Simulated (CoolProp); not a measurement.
Values from CoolProp's reference Helmholtz-energy equation of state, Younglove 1994. It is a modified Benedict-Webb-Rubin equation, recast in Helmholtz form.

Question: Give the vapour pressure (MPa), liquid density (kg/m³), vapour Z, surface tension (mN/m) of saturated R123 at 22.65 °C.

Answer: 
```tsv
T (°C)	p (MPa)	liquid density (kg/m³)	vapour Z	surface tension (mN/m)
22.65	0.0837	1470	0.962	15.5
```

Surface tension comes from a separate correlation (Mulero 2012).
